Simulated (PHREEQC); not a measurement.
A solution holds 0.069 mol/kgw HCl, 0.00017 mol/kgw Li2SO4 and 0.0092 mol/kgw MnSO4, at 23 °C. Closed to the air; pH follows from the charge balance.

Model: ion-association model, phreeqc.dat, run in PHREEQC.

This is a speciation only: nothing precipitates in the calculation.

Question: Order these S species by the share of S that they hold, largest first: HSO4-, MnSO4, SO4-2.

Answer: HSO4- (66 %), SO4-2 (28 %), MnSO4 (5.8 %)

Question: Order these Mn species by the share of Mn that they hold, largest first: MnCl2, MnCl+, MnSO4, Mn+2.

Answer: Mn+2 (84 %), MnCl+ (9.5 %), MnSO4 (5.9 %), MnCl2 (0.17 %)

The pH is 1.28 and the ionic strength 0.0899 mol/kgw. Complexes and solids missing from the database can't appear.
